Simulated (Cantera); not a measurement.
Cantera run:

```python
import numpy as np
import cantera as ct

gas_names = [...]  # 123 gases of nasa_gas.yaml made of C, H, O, S
cond_names = """
    C(gr) C6H6(L) C7H8(L) C8H18(L),n-octa H2O(s) H2O(L) H2SO4(L) S(cr1) S(cr2) S(L)
""".split()


# ... load() reads the species with a 1 bar reference pressure and builds the phases ...
atoms = {
    'CS2': {'C': 1, 'S': 2},
    'O2': {'O': 2},
    'H2': {'H': 2},
}
top_T = {'C(gr)': 4500}  # K; cautious upper limits of use, not melting points


# ... equilibrate(T, P, feed) seeds the gas with the atoms and calls Mixture.equilibrate('TP', solver="vcs", rtol=1e-11, max_steps=5000) ...
results = []
feed = {'CS2': 1, 'O2': 0.12, 'H2': 10}  # mol
P = 740  # Pa
for T in [1050, 1125, 1200, 1275, 1350, 1425, 1500, 1575, 1650, 1725]:
    mix = equilibrate(T, P, feed)
    results.append((T, P, feed, dict(zip(mix.species_names, mix.species_moles))))

top = {s: max(r[3][s] / sum(r[3][g] for g in gas_names) for r in results) for s in gas_names}
cols = sorted((s for s in top if top[s] > 1e-06), key=lambda s: -top[s])[:6]
seen = [c for c in cond_names if any(r[3].get(c, 0) > 1e-12 for r in results)]
print("log10 of partial pressures in bar; condensed amounts in mol")
print(f"{'T/K':>10s}" + "".join(f"{s[:9]:>10s}" for s in cols + seen))
for T, P, feed, n in results:
    ng = sum(n[g] for g in gas_names)
    print(f"{T:10.4g}" + "".join(f"{np.log10(max(n[s] / ng * P / 1e5, 1e-99)):10.3f}" for s in cols)
          + "".join(f"{n.get(c, 0):10.4g}" for c in seen))
```

It prints:

```
log10 of partial pressures in bar; condensed amounts in mol
       T/K        H2       H2S       CS2        CO        S2        CS     C(gr)
      1050    -2.232    -2.884    -4.257    -3.768    -5.122    -8.554    0.6803
      1125    -2.224    -2.960    -3.861    -3.773    -4.693    -7.627    0.5639
      1200    -2.213    -3.078    -3.622    -3.779    -4.425    -6.871     0.416
      1275    -2.204    -3.219    -3.486    -3.785    -4.263    -6.242    0.2819
      1350    -2.198    -3.368    -3.408    -3.790    -4.163    -5.706      0.18
      1425    -2.193    -3.516    -3.364    -3.793    -4.099    -5.240    0.1075
      1500    -2.191    -3.659    -3.341    -3.796    -4.057    -4.829   0.05402
      1575    -2.189    -3.795    -3.333    -3.798    -4.032    -4.465  0.007754
      1650    -2.190    -3.889    -3.358    -3.800    -3.946    -4.198         0
      1725    -2.191    -3.972    -3.403    -3.802    -3.860    -3.982         0
```

Equilibrium computed with Cantera from the NASA thermochemical tables; the gas is ideal and each condensed phase is pure. Gases not in the tables: S3 to S7.
